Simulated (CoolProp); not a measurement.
Properties of R407C along the isobar 0.497 MPa (Tc = 359.3 K, pc = 4.632 MPa, ω = 0.363).

Model: reference Helmholtz-energy equation of state, Lemmon 2003, in CoolProp. It is a pseudo-pure fit of the blend.

```csv
T (K),phase,Z,viscosity (µPa s)
335.3,gas,0.9474,13.9
348,gas,0.9543,14.4
360.6,gas,0.9601,14.9
373.3,gas,0.9650,15.5
386,gas,0.9691,16.0
398.6,gas,0.9726,16.5
411.3,gas,0.9757,17.1
424,gas,0.9784,17.6
436.6,gas,0.9807,18.1
449.3,gas,0.9827,18.6
462,gas,0.9845,19.1
474.7,gas,0.9861,19.6
487.3,gas,0.9875,20.1
500,gas,0.9888,20.6
```

Viscosity comes from a separate model (Geller 2000).
